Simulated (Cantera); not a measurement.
Charge: 1 mol Al, 3.2 mol N2O, 3.3 mol N2, equilibrated at 30.0 Pa.

Method: chemical equilibrium by Gibbs-energy minimisation in Cantera with the NASA 1993 tables (ideal gas, pure condensed phases). Candidate condensed phases: Al, AlN, Al2O3; 16 gas species. Equilibrium is a limit: real reactors are often held back by kinetics, nucleation or transport.

Question: At 1023 K, list the 3 most abundant gas species with their mole fractions, and the condensed phases.

Answer: N2 0.884, O2 0.116, NO 3.15e-5. Condensed: Al2O3(s).
